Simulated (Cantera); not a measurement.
A Cantera script and what it prints.

```python
import numpy as np
import cantera as ct

gas_names = """
    C CN CO CO2 C2 CCN CNC C2N2 C2O C3 C3O2 C4 C4N2 C5 Fe FeC5O5 FeO N NCO NO NO2 NO3 N2 N2O O O2 O3
""".split()
cond_names = """
    C(gr) Fe(a) Fe(c) Fe(d) Fe(L) FeC5O5(L) FeO(s) FeO(L) Fe2O3(s) Fe3O4(s)
""".split()


# ... load() reads the species with a 1 bar reference pressure and builds the phases ...
atoms = {
    'Fe(CO)5': {'Fe': 1, 'C': 5, 'O': 5},
    'N2': {'N': 2},
    'CO': {'C': 1, 'O': 1},
}
top_T = {'C(gr)': 4500, 'Fe2O3(s)': 1830, 'Fe3O4(s)': 1870}  # K; cautious upper limits of use, not melting points


# ... equilibrate(T, P, feed) seeds the gas with the atoms and calls Mixture.equilibrate('TP', solver="gibbs", rtol=1e-10, max_steps=50000) ...
results = []
feed = {'Fe(CO)5': 1, 'N2': 0.13, 'CO': 3.2}  # mol
P = 1333.22  # Pa
for T in [1048, 1098, 1148, 1198, 1248, 1298, 1348, 1398, 1448, 1498, 1548]:
    mix = equilibrate(T, P, feed)
    results.append((T, P, feed, dict(zip(mix.species_names, mix.species_moles))))

top = {s: max(r[3][s] / sum(r[3][g] for g in gas_names) for r in results) for s in gas_names}
cols = sorted((s for s in top if top[s] > 1e-06), key=lambda s: -top[s])[:7]
seen = [c for c in cond_names if any(r[3].get(c, 0) > 1e-12 for r in results)]
print("log10 of partial pressures in bar; condensed amounts in mol")
print(f"{'T/K':>10s}" + "".join(f"{s[:9]:>10s}" for s in cols + seen))
for T, P, feed, n in results:
    ng = sum(n[g] for g in gas_names)
    print(f"{T:10.4g}" + "".join(f"{np.log10(max(n[s] / ng * P / 1e5, 1e-99)):10.3f}" for s in cols)
          + "".join(f"{n.get(c, 0):10.4g}" for c in seen))
```

It prints:

```
log10 of partial pressures in bar; condensed amounts in mol
       T/K        CO        N2       CO2        Fe     C(gr)     Fe(a)     Fe(c)
      1048    -1.883    -3.681    -4.420   -12.853   0.02367         1         0
      1098    -1.882    -3.681    -4.804   -11.934   0.00979         1         0
      1148    -1.882    -3.682    -5.155   -11.098  0.004371         1         0
      1198    -1.882    -3.682    -5.475   -10.334   0.00209         0         1
      1248    -1.882    -3.682    -5.769    -9.633  0.001062         0         1
      1298    -1.882    -3.682    -6.040    -8.987 0.0005699         0         1
      1348    -1.882    -3.682    -6.290    -8.390 0.0003208         0         1
      1398    -1.882    -3.682    -6.521    -7.836 0.0001884         0         1
      1448    -1.882    -3.682    -6.735    -7.322  0.000115         0         1
      1498    -1.882    -3.682    -6.934    -6.842  7.27e-05         0    0.9999
      1548    -1.882    -3.682    -7.120    -6.395 4.739e-05         0    0.9997
```

Cantera equilibrium calculation (NASA polynomials, part measured and part estimated; ideal gas, pure solids and liquids). Condensed phases not in the tables: cementite and carbon dissolved in iron.
